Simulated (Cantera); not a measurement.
Input (Python, Cantera):

```python
import numpy as np
import cantera as ct

gas = ct.Solution("gri30.yaml")


def delay(T, t_max=10):
    gas.TPX = T, 990000, {'CO': 1, 'H2': 0.5, 'O2': 0.962, 'N2': 3.62}
    reactor = ct.IdealGasConstPressureReactor(gas, clone=False)
    net = ct.ReactorNet([reactor])
    net.rtol, net.atol = 1e-8, 1e-16
    while net.time < t_max:
        t_old, T_old = net.time, reactor.T
        net.step()
        if reactor.T > T + 400:  # ignition: a rise of 400 K
            return t_old + (T + 400 - T_old) / (reactor.T - T_old) * (net.time - t_old)
    return np.nan


taus = []
for T in [1025, 1100, 1175, 1250, 1325, 1400, 1475, 1550, 1625, 1700]:
    taus.append(delay(T))
    print(f"T0 = {T:6g} K   tau = {taus[-1]:.4e} s")
```

Output:

```
T0 =   1025 K   tau = 2.3645e-03 s
T0 =   1100 K   tau = 3.8159e-04 s
T0 =   1175 K   tau = 5.6793e-05 s
T0 =   1250 K   tau = 1.2548e-05 s
T0 =   1325 K   tau = 5.8266e-06 s
T0 =   1400 K   tau = 3.7055e-06 s
T0 =   1475 K   tau = 2.7178e-06 s
T0 =   1550 K   tau = 2.1691e-06 s
T0 =   1625 K   tau = 1.8359e-06 s
T0 =   1700 K   tau = 1.6239e-06 s
```

Cantera simulation using GRI-Mech 3.0 (53 species, 325 reactions); the numbers are that mechanism's predictions, not measurements. The hydrogen kinetics of GRI-Mech 3.0 are dated; newer H2 mechanisms differ, most at raised pressure. Where the delays flatten at high temperature, the 400 K rule measures the pace of heat release, not the induction time.
